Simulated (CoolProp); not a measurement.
A single-stage vapour-compression cycle with the fluid: evaporating at 275.15 K (dew point), condensing at 323.15 K (bubble point), superheat 5 K, subcooling 0 K, compressor efficiency 0.75, no pressure losses. The same conditions are run with several fluids, on thermodynamics alone (safety and materials aside).

Computed with CoolProp (reference Helmholtz-energy equation of state of each fluid (R245ca: Zhou 2016; R141b: Lemmon 2006; n-perfluorobutane: Gao 2022; R115: Lemmon 2016; CH2F2 (R32): Tillner-Roth 1997; R1224YDZ: Akasaka 2023)).

Problem. Rank R245ca, R141b, n-perfluorobutane, R115, CH2F2 (R32), R1224YDZ by cooling COP, highest first.

Solution. R141b (3.68), R245ca (3.49), R1224YDZ (3.45), CH2F2 (R32) (3.09), R115 (2.68), n-perfluorobutane (2.55)

```csv
fluid,pressure ratio,discharge temperature (K),refrigerating effect (kJ/kg),volumetric capacity (kJ/m³)
R245ca,6.43,333.1,155,341
R141b,5.95,347.9,185,290
n-perfluorobutane,4.68,323.1,45.3,579
R115,3.53,327.1,57.4,2030
CH2F2 (R32),3.63,378.5,224,5110
R1224YDZ,5.51,332.5,124,490
```

The compression ends wet for: n-perfluorobutane.
